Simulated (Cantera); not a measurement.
Input (Python, Cantera) and output of one run.

```python
import numpy as np
import cantera as ct

gas_names = [...]  # 87 gases of nasa_gas.yaml made of C, H, Si
cond_names = """
    C(gr) C6H6(L) C7H8(L) C8H18(L),n-octa Si(cr) Si(L) SiC(b)
""".split()


# ... load() reads the species with a 1 bar reference pressure and builds the phases ...
atoms = {
    'CH3SiH3': {'C': 1, 'H': 6, 'Si': 1},
    'C2H4': {'C': 2, 'H': 4},
    'H2': {'H': 2},
}
top_T = {'C(gr)': 4500, 'SiC(b)': 3050}  # K; cautious upper limits of use, not melting points


# ... equilibrate(T, P, feed) seeds the gas with the atoms and calls Mixture.equilibrate('TP', solver="vcs", rtol=1e-11, max_steps=5000) ...
results = []
T = 2298.15  # K
P = 43000  # Pa
for m in [3.4, 4.4, 5.8, 7.7, 10, 13, 17, 23, 30, 40, 52, 69, 91]:
    feed = {'CH3SiH3': 1, 'C2H4': 0.14, 'H2': m}  # mol
    mix = equilibrate(T, P, feed)
    results.append((T, P, feed, dict(zip(mix.species_names, mix.species_moles))))
    x = sorted(zip(gas.X, gas.species_names), reverse=True)
    print(f"T = {T:g} K  P = {P:g} Pa  n(H2) = {m:g} mol  gas = {mix.phase_moles(0):.4g} mol")
    print("   x: " + "  ".join(f"{s} {v:.3e}" for v, s in x if v > 0.001))
    print("   condensed (mol): " + ("  ".join(f"{mix.phase(i).name} {mix.phase_moles(i):.4g}"
          for i in range(1, mix.n_phases) if mix.phase_moles(i) > 1e-12) or "none"))
```

It prints:

```
T = 2298.15 K  P = 43000 Pa  n(H2) = 3.4 mol  gas = 6.731 mol
   x: H2 9.807e-01  H 1.448e-02  C2H2,acetylene 4.199e-03
   condensed (mol): C(gr) 0.2253  SiC(b) 0.9964
T = 2298.15 K  P = 43000 Pa  n(H2) = 4.4 mol  gas = 7.738 mol
   x: H2 9.807e-01  H 1.448e-02  C2H2,acetylene 4.199e-03
   condensed (mol): C(gr) 0.2171  SiC(b) 0.9959
T = 2298.15 K  P = 43000 Pa  n(H2) = 5.8 mol  gas = 9.149 mol
   x: H2 9.807e-01  H 1.448e-02  C2H2,acetylene 4.199e-03
   condensed (mol): C(gr) 0.2056  SiC(b) 0.9951
T = 2298.15 K  P = 43000 Pa  n(H2) = 7.7 mol  gas = 11.06 mol
   x: H2 9.807e-01  H 1.448e-02  C2H2,acetylene 4.199e-03
   condensed (mol): C(gr) 0.19  SiC(b) 0.9941
T = 2298.15 K  P = 43000 Pa  n(H2) = 10 mol  gas = 13.38 mol
   x: H2 9.807e-01  H 1.448e-02  C2H2,acetylene 4.199e-03
   condensed (mol): C(gr) 0.1712  SiC(b) 0.9928
T = 2298.15 K  P = 43000 Pa  n(H2) = 13 mol  gas = 16.4 mol
   x: H2 9.807e-01  H 1.448e-02  C2H2,acetylene 4.199e-03
   condensed (mol): C(gr) 0.1466  SiC(b) 0.9912
T = 2298.15 K  P = 43000 Pa  n(H2) = 17 mol  gas = 20.43 mol
   x: H2 9.807e-01  H 1.448e-02  C2H2,acetylene 4.199e-03
   condensed (mol): C(gr) 0.1138  SiC(b) 0.9891
T = 2298.15 K  P = 43000 Pa  n(H2) = 23 mol  gas = 26.48 mol
   x: H2 9.807e-01  H 1.448e-02  C2H2,acetylene 4.199e-03
   condensed (mol): C(gr) 0.06469  SiC(b) 0.9858
T = 2298.15 K  P = 43000 Pa  n(H2) = 30 mol  gas = 33.53 mol
   x: H2 9.807e-01  H 1.448e-02  C2H2,acetylene 4.199e-03
   condensed (mol): C(gr) 0.007342  SiC(b) 0.9821
T = 2298.15 K  P = 43000 Pa  n(H2) = 40 mol  gas = 43.61 mol
   x: H2 9.815e-01  H 1.448e-02  C2H2,acetylene 3.385e-03
   condensed (mol): SiC(b) 0.9744
T = 2298.15 K  P = 43000 Pa  n(H2) = 52 mol  gas = 55.71 mol
   x: H2 9.821e-01  H 1.449e-02  C2H2,acetylene 2.730e-03
   condensed (mol): SiC(b) 0.964
T = 2298.15 K  P = 43000 Pa  n(H2) = 69 mol  gas = 72.84 mol
   x: H2 9.826e-01  H 1.449e-02  C2H2,acetylene 2.183e-03
   condensed (mol): SiC(b) 0.9478
T = 2298.15 K  P = 43000 Pa  n(H2) = 91 mol  gas = 95.02 mol
   x: H2 9.829e-01  H 1.449e-02  C2H2,acetylene 1.778e-03
   condensed (mol): SiC(b) 0.9251
```

These are equilibrium values from Cantera (NASA tables, ideal gas, pure condensed phases), not measurements of a reactor. The feed counts by its element totals alone. Gases not in the tables: Si2H6 and higher silanes.
